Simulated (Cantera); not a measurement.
A freely propagating, adiabatic, planar premixed flame of 2.63 % C3H8, 17.8 % O2, 66.9 % N2, 12.6 % H2O, equivalence ratio 0.74, unburnt at 650 K and 0.570 bar; mixture-averaged transport, grid criteria slope 0.08 and curve 0.16, no radiation.

Computed with Cantera and GRI-Mech 3.0 (53 species, 325 reactions). GRI-Mech 3.0 was tuned for natural gas; its chemistry of propane as a main component is partial and can be far from experiment. Burning velocities carry a grid error of a few per cent, more on coarse grids.

x: mole fraction of selected species; z is measured from the peak of heat release.

```csv
z (mm),T (K),u (m/s),x C3H8,x O2,x H2O,x HCO,x NO2,x CH2
-1.89,650,1.18,0.0263,0.178,0.126,<1e-8,<1e-8,<1e-8
-1.26,651,1.18,0.0263,0.178,0.126,<1e-8,<1e-8,<1e-8
-0.947,655,1.19,0.0263,0.177,0.127,<1e-8,<1e-8,<1e-8
-0.632,683,1.24,0.0260,0.174,0.130,<1e-8,<1e-8,<1e-8
-0.316,890,1.65,0.0208,0.154,0.148,2.82e-7,1.32e-8,7.19e-8
-0.158,1174,2.21,0.00916,0.125,0.170,9.07e-6,<1e-8,3.56e-6
0,?,2.84,?,?,0.194,?,<1e-8,?
0.158,1625,3.11,1.35e-6,0.0685,0.205,1.14e-5,<1e-8,7.74e-6
0.316,1678,3.20,<1e-8,0.0602,0.207,8.36e-7,<1e-8,5.98e-7
0.632,1745,3.31,<1e-8,?,0.208,?,<1e-8,<1e-8
1.26,1824,3.43,<1e-8,0.0498,0.211,<1e-8,<1e-8,<1e-8
2.53,1900,3.56,<1e-8,0.0472,0.216,<1e-8,<1e-8,<1e-8
5.05,1956,3.65,<1e-8,0.0455,0.220,<1e-8,<1e-8,<1e-8
```

**Question.** Fill in the missing entries.

**Answer.** 
- 0, T (K): 1483
- 0, x C3H8: 0.000509
- 0, x O2: 0.0894
- 0, x HCO: 4.31e-5
- 0, x CH2: 2.27e-5
- 0.632, x O2: 0.0540
- 0.632, x HCO: 2.16e-8
